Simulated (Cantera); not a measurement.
An isothermal, constant-pressure homogeneous reactor starts with C2H6 : H2 = 1 : 2.9 (molar parts), at 1050 K and 4.88 Torr.

Detailed kinetics in Cantera: GRI-Mech 3.0 (53 species, 325 reactions). GRI-Mech 3.0 stops at C3 and has no aromatics, soot or wall deposition, so with more carbon than oxygen in the feed, carbon stays in small species such as C2H2 where larger ones or solid carbon would form. Radical loss at walls, strong at low pressure, is not modelled.

x: mole fraction; the columns are a selection and need not sum to one.

```
t (s)       x C2H6   x H2     x CH2    x C2H2    x C2H4    x CH3
--------  --------  -----  --------  --------  --------  -------
0.000800     0.256  0.744    <1e-12    <1e-12   2.34e-8  3.47e-7
0.00318      0.256  0.744    <1e-12    <1e-12   9.97e-7  5.96e-7
0.0127       0.256  0.744    <1e-12  1.80e-11       [?]      [?]
0.0504       0.256  0.744    <1e-12   4.76e-9  0.000420  1.41e-6
0.201        0.249  0.745  1.37e-11   9.54e-7   0.00583  8.26e-6
0.798        0.205  0.750  2.38e-11   4.66e-5    0.0377  1.13e-5
3.17           [?]  0.761  1.60e-11       [?]       [?]      [?]
12.6       0.00757  0.769  3.10e-12   0.00500     0.174  2.82e-6
50.3       0.00104  0.770    <1e-12    0.0127     0.170  1.10e-6
200       0.000836  0.773    <1e-12    0.0313     0.147  1.08e-6
```

Some entries are withheld; supply them.


- 0.0127, x C2H4: 2.41e-5
- 0.0127, x CH3: 6.62e-7
- 3.17, x C2H6: 0.0949
- 3.17, x C2H2: 0.000707
- 3.17, x C2H4: 0.117
- 3.17, x CH3: 8.48e-6
